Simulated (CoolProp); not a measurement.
Saturation properties of R1224YDZ.

Values from CoolProp's reference Helmholtz-energy equation of state, Akasaka 2023.

| T (°C) | p (MPa) | liquid density (kg/m³) | vapour density (kg/m³) | enthalpy of vaporisation (kJ/kg) | liquid cp (kJ/(kg K)) |
|---|---|---|---|---|---|
| -13.15 | 0.02985 | 1460 | 2.099 | 182.4 | 1.081 |
| -1.15 | 0.05232 | 1429 | [?] | 176.9 | 1.100 |
| 10.85 | 0.08661 | 1398 | 5.700 | 171.3 | 1.122 |
| 22.95 | 0.1370 | 1366 | 8.789 | 165.5 | 1.145 |
| 34.95 | 0.2071 | 1332 | 13.02 | [?] | [?] |
| 46.95 | 0.3020 | 1297 | 18.71 | 153.1 | 1.199 |
| 59.05 | 0.4279 | 1260 | 26.30 | 146.2 | 1.231 |
| 71.05 | 0.5884 | 1220 | 36.13 | 138.8 | [?] |
| 83.05 | 0.7902 | 1178 | 48.91 | [?] | 1.309 |
| 95.15 | 1.042 | 1131 | 65.69 | 121.5 | 1.360 |
| 107.15 | 1.347 | 1080 | 87.63 | 111.3 | 1.426 |

Task: Fill in the missing entries.

Result: 
- -1.15, vapour density (kg/m³): 3.550
- 34.95, enthalpy of vaporisation (kJ/kg): 159.5
- 34.95, liquid cp (kJ/(kg K)): 1.171
- 71.05, liquid cp (kJ/(kg K)): 1.267
- 83.05, enthalpy of vaporisation (kJ/kg): 130.7

It boils at 14.9 °C under 1 atm.
